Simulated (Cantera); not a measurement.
An isothermal, constant-pressure homogeneous reactor starts with 45.5 % N2O, 54.5 % O2, at 1375 K and 26.3 Torr.

Detailed kinetics in Cantera: GRI-Mech 3.0 (53 species, 325 reactions). GRI-Mech 3.0 was tuned for natural gas; its chemistry of N2O as a main component is partial and can be far from experiment. Radical loss at walls, strong at low pressure, is not modelled. The mechanism lacks the step 2 NO + O2 → 2 NO2, which can matter for NO2 below about 1400 K. The temperature is held fixed by assumption; the heat of reaction is taken as removed at once.

### Question
Predict: x(N2O) at 50.0 s; x(O2) at 50.0 s; x(O) at 50.0 s; x(NO) at 50.0 s; x(NO2) at 50.0 s; x(N2) at 50.0 s.

### Answer
| Item | Value |
|---|---|
| x(N2O) at 50.0 s | 1.93e-6 (gas-phase equilibrium 6.15e-9) |
| x(O2) at 50.0 s | 0.596 (gas-phase equilibrium 0.629) |
| x(O) at 50.0 s | 2.65e-6 (gas-phase equilibrium 2.72e-6) |
| x(NO) at 50.0 s | 0.0664 (gas-phase equilibrium 0.000749) |
| x(NO2) at 50.0 s | 0.000169 (gas-phase equilibrium 1.96e-6) |
| x(N2) at 50.0 s | 0.337 (gas-phase equilibrium 0.370) |
